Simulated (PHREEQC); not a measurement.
0.22 g of hydrous ferric oxide (600 m²/g; 0.2 weak and 0.005 strong sites per Fe, Dzombak-Morel constants, diffuse double layer) in 1 kg of water with 0.05 mol/kgw of an inert sodium salt, at 25 °C; the pH is set by adding NaOH or the inert anion's acid. Oxygen is held at 0.21 atm. CO2 from the air is kept out. Precipitation was switched off in this run.

All values are PHREEQC results (ion-association model, wateq4f.dat), not measurements.

```
pH    surface charge σ (C/m²)  surface potential ψ (mV)
----  -----------------------  ------------------------
3                       0.357                       169
3.5                     0.335                       166
4                       0.294                       160
4.5                     0.238                       149
5                       0.181                       135
5.5                     0.130                       118
6                       0.089                        99
6.5                     0.058                        78
7                       0.034                        56
7.5                     0.017                        31
8                       0.003                         6
8.5                    -0.010                       -20
9                      -0.026                       -45
9.5                    -0.046                       -69
10                     -0.074                       -90
10.5                   -0.111                      -110
11                     -0.158                      -128
```

The oxide is taken as insoluble; below pH 4 it would dissolve.
